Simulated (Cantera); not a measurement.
Cantera run:

```python
import numpy as np
import cantera as ct

gas_names = """
    N NO NO2 NO3 N2 N2O O O2 O3 Pb PbO Pb2
""".split()
cond_names = """
    Pb(cr) Pb(L) PbO(rd) PbO(yw) PbO(L) PbO2(s) Pb3O4(s)
""".split()


# ... load() reads the species with a 1 bar reference pressure and builds the phases ...
atoms = {
    'PbO': {'Pb': 1, 'O': 1},
    'O2': {'O': 2},
    'N2': {'N': 2},
}
top_T = {'Pb3O4(s)': 820}  # K; cautious upper limits of use, not melting points


# ... equilibrate(T, P, feed) seeds the gas with the atoms and calls Mixture.equilibrate('TP', solver="vcs", rtol=1e-11, max_steps=5000) ...
results = []
feed = {'PbO': 1, 'O2': 2.9, 'N2': 0.69}  # mol
P = 101325  # Pa
for T in [748, 823, 898, 973, 1048, 1123, 1198, 1273, 1348, 1423, 1498, 1573, 1648]:
    mix = equilibrate(T, P, feed)
    results.append((T, P, feed, dict(zip(mix.species_names, mix.species_moles))))
    x = sorted(zip(gas.X, gas.species_names), reverse=True)
    print(f"T = {T:g} K  P = {P:g} Pa  gas = {mix.phase_moles(0):.4g} mol")
    print("   x: " + "  ".join(f"{s} {v:.3e}" for v, s in x if v > 0.0001))
    print("   condensed (mol): " + ("  ".join(f"{mix.phase(i).name} {mix.phase_moles(i):.4g}"
          for i in range(1, mix.n_phases) if mix.phase_moles(i) > 1e-12) or "none"))
```

It prints:

```
T = 748 K  P = 101325 Pa  gas = 3.59 mol
   x: O2 8.078e-01  N2 1.922e-01
   condensed (mol): PbO(rd) 1
T = 823 K  P = 101325 Pa  gas = 3.59 mol
   x: O2 8.078e-01  N2 1.922e-01
   condensed (mol): PbO(yw) 1
T = 898 K  P = 101325 Pa  gas = 3.59 mol
   x: O2 8.078e-01  N2 1.922e-01
   condensed (mol): PbO(yw) 1
T = 973 K  P = 101325 Pa  gas = 3.59 mol
   x: O2 8.078e-01  N2 1.922e-01
   condensed (mol): PbO(yw) 1
T = 1048 K  P = 101325 Pa  gas = 3.59 mol
   x: O2 8.078e-01  N2 1.922e-01
   condensed (mol): PbO(yw) 1
T = 1123 K  P = 101325 Pa  gas = 3.59 mol
   x: O2 8.077e-01  N2 1.921e-01  NO 1.010e-04
   condensed (mol): PbO(yw) 1
T = 1198 K  P = 101325 Pa  gas = 3.59 mol
   x: O2 8.077e-01  N2 1.921e-01  NO 1.865e-04
   condensed (mol): PbO(L) 0.9998
T = 1273 K  P = 101325 Pa  gas = 3.591 mol
   x: O2 8.074e-01  N2 1.920e-01  NO 3.202e-04  PbO 2.759e-04
   condensed (mol): PbO(L) 0.999
T = 1348 K  P = 101325 Pa  gas = 3.594 mol
   x: O2 8.067e-01  N2 1.917e-01  PbO 9.918e-04  NO 5.173e-04
   condensed (mol): PbO(L) 0.9964
T = 1423 K  P = 101325 Pa  gas = 3.601 mol
   x: O2 8.049e-01  N2 1.912e-01  PbO 3.085e-03  NO 7.934e-04
   condensed (mol): PbO(L) 0.9889
T = 1498 K  P = 101325 Pa  gas = 3.621 mol
   x: O2 8.003e-01  N2 1.900e-01  PbO 8.490e-03  NO 1.161e-03
   condensed (mol): PbO(L) 0.9691
T = 1573 K  P = 101325 Pa  gas = 3.668 mol
   x: O2 7.898e-01  N2 1.873e-01  PbO 2.105e-02  NO 1.626e-03  Pb 1.865e-04
   condensed (mol): PbO(L) 0.9221
T = 1648 K  P = 101325 Pa  gas = 3.774 mol
   x: O2 7.677e-01  N2 1.817e-01  PbO 4.771e-02  NO 2.171e-03  Pb 6.666e-04
   condensed (mol): PbO(L) 0.8175
```

Equilibrium computed with Cantera from the NASA thermochemical tables; the gas is ideal and each condensed phase is pure. Gases not in the tables: (PbO)n polymers.
